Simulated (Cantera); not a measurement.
Feed: 1 mol HgO, 1.5 mol H2, 0.12 mol N2, at 550 K.

Cantera equilibrium calculation (NASA polynomials, part measured and part estimated; ideal gas, pure solids and liquids). Candidate condensed phases: H2O, Hg, HgO; 25 gas species. Kinetics and transport are ignored.

### Question
At 1.00 bar, list the 5 most abundant gas species with their mole fractions, and the condensed phases.

### Answer
H2O 0.500, H2 0.246, Hg 0.192, N2 0.0585, NH3 0.00311. Condensed: Hg(l).
